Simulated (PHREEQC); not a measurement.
A solution holds 0.0061 mol/kgw LiOH, 2e-05 mol/kgw H4SiO4 and 3.5e-05 mol/kgw K2CO3, at 25 °C. Closed to the air; pH follows from the charge balance.

The numbers come from PHREEQC with the ion-association model, wateq4f.dat.

```
Property                   Result
----------------  ---------------
pH                          11.75
ionic strength    0.00620 mol/kgw
total alkalinity      6.17 meq/kg
```

```
species   molality  activity   log γ
--------  --------  --------  ------
Li+        0.00610   0.00563  -0.035
OH-        0.00608   0.00559  -0.037
K+         7.00e-5   6.43e-5  -0.037
CO3-2      3.40e-5   2.46e-5  -0.141
H3SiO4-    1.89e-5   1.74e-5  -0.036
HCO3-      1.02e-6   9.38e-7  -0.035
H2SiO4-2   9.12e-7   6.59e-7  -0.141
H4SiO4     2.11e-7   2.11e-7   0.001
```

No solid was allowed to form.
